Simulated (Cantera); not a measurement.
Premixed flame

A freely propagating, adiabatic, planar premixed flame of H2 : O2 : N2 = 1 : 0.926 : 3.33 (molar parts), unburnt at 723 K and 2630 Torr; mixture-averaged transport, grid criteria slope 0.08 and curve 0.16, no radiation.

Computed with Cantera and the H2/O2 subset of GRI-Mech 3.0, which has no nitrogen chemistry. The hydrogen kinetics of GRI-Mech 3.0 are dated; newer H2 mechanisms differ, most at raised pressure. Burning velocities carry a grid error of a few per cent, more on coarse grids. Lean hydrogen flames are cellular in practice and burn faster than this planar one.

| z (mm) | T (K) | u (m/s) | x H2 | x O2 | x OH | x HO2 | x H | x H2O2 |
|---|---|---|---|---|---|---|---|---|
| -0.280 | 723 | 5.02 | 0.190 | 0.176 | <1e-8 | <1e-8 | <1e-8 | <1e-8 |
| -0.187 | 723 | 5.02 | 0.190 | 0.176 | <1e-8 | 4.93e-8 | <1e-8 | <1e-8 |
| -0.140 | 723 | 5.02 | 0.189 | 0.176 | <1e-8 | 6.89e-7 | <1e-8 | 1.56e-8 |
| -0.0934 | 725 | 5.01 | 0.186 | 0.177 | 1.67e-8 | 1.51e-5 | 1.65e-7 | 3.72e-7 |
| -0.0467 | 792 | 5.34 | 0.161 | 0.179 | 0.000115 | 0.000535 | 0.000183 | 2.90e-5 |
| -0.0233 | 1022 | 6.72 | 0.120 | 0.170 | 0.000944 | 0.000471 | 0.00233 | 4.92e-5 |
| 0 | 1355 | 8.75 | 0.0656 | 0.141 | 0.00370 | 0.000286 | 0.00823 | 1.78e-5 |
| 0.0233 | 1606 | 10.3 | 0.0278 | 0.110 | 0.00811 | 0.000174 | 0.0110 | 5.56e-6 |
| 0.0467 | 1750 | 11.2 | 0.0137 | 0.0957 | 0.0107 | 0.000116 | 0.00914 | 3.20e-6 |
| 0.0934 | 1891 | 12.0 | 0.00700 | 0.0898 | 0.0115 | 6.63e-5 | 0.00488 | 1.79e-6 |
| 0.187 | 1995 | 12.6 | 0.00365 | 0.0890 | 0.00963 | 3.23e-5 | 0.00173 | 1.05e-6 |
| 0.373 | 2054 | 12.9 | 0.00154 | 0.0894 | 0.00673 | 1.40e-5 | 0.000449 | 6.23e-7 |
| 0.747 | 2082 | 13.1 | 0.000568 | 0.0900 | 0.00429 | 6.56e-6 | 9.98e-5 | 3.86e-7 |
x: mole fraction of selected species; z is measured from the peak of heat release.

laminar burning velocity: 502 cm/s
thermal thickness: 0.0934 mm
peak x(OH): 0.0116
peak x(HO2): 0.000587
peak x(H): 0.0110
peak x(H2O2): 5.02e-5
